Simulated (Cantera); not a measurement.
An isothermal, constant-pressure homogeneous reactor starts with NH3 : H2 = 1 : 0.25 (molar parts), at 1823 K and 1.01 bar. Integrator tolerance rtol = 1e-08.

Detailed kinetics in Cantera: the gas-phase N/H chemistry of the illustrative SiF4/NH3 mechanism in the Surface Chemkin manual (1991). Walls and surfaces, which speed up NH3 decomposition in real reactors, are not modelled.

Q: What does this change do: pressure from 1.01 bar to 0.0380 bar?

A: 
```csv
quantity,before,after
x(NH3) at 6.00 s,0.00537 (gas-phase equilibrium 9.05e-6),0.184 (gas-phase equilibrium 3.38e-7)
x(H2) at 6.00 s,0.774 (gas-phase equilibrium 0.777),0.645 (gas-phase equilibrium 0.776)
x(N) at 6.00 s,1.42e-8 (gas-phase equilibrium 2.56e-11),2.61e-7 (gas-phase equilibrium 1.32e-10)
x(N2H4) at 6.00 s,1.11e-10 (gas-phase equilibrium <1e-12),3.38e-9 (gas-phase equilibrium <1e-12)
x(N2) at 6.00 s,0.221 (gas-phase equilibrium 0.222),0.171 (gas-phase equilibrium 0.222)
x(N2H2) at 6.00 s,6.84e-10 (gas-phase equilibrium <1e-12),5.37e-7 (gas-phase equilibrium <1e-12)
x(NH) at 6.00 s,1.53e-7 (gas-phase equilibrium 2.71e-10),3.54e-6 (gas-phase equilibrium 2.70e-10)
```
